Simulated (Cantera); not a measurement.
An adiabatic, constant-pressure homogeneous reactor starts with C2H4 : O2 : N2 : H2O = 1 : 2.14 : 12 : 2.6 (molar parts), equivalence ratio 1.4, at 1750 K and 19500 Torr.

Computed with Cantera and GRI-Mech 3.0 (53 species, 325 reactions). GRI-Mech 3.0 was tuned for natural gas; its chemistry of ethylene as a main component is partial and can be far from experiment. The pressure lies above the range GRI-Mech 3.0 was tuned for (to about 10 atm).

Task: Predict: time of steepest temperature rise; temperature at 0.500 s; equilibrium temperature; x(O2) at 0.500 s; x(H2O) at 0.500 s; x(CH2O) at 0.500 s; x(CO2) at 0.500 s.

Result: 
| Item | Value |
|---|---|
| time of steepest temperature rise | 1.04 µs |
| temperature at 0.500 s | 2804 K |
| equilibrium temperature | 2804 K |
| x(O2) at 0.500 s | 0.000596 (gas-phase equilibrium 0.000596) |
| x(H2O) at 0.500 s | 0.205 (gas-phase equilibrium 0.205) |
| x(CH2O) at 0.500 s | 2.28e-8 (gas-phase equilibrium 2.28e-8) |
| x(CO2) at 0.500 s | 0.0476 (gas-phase equilibrium 0.0476) |
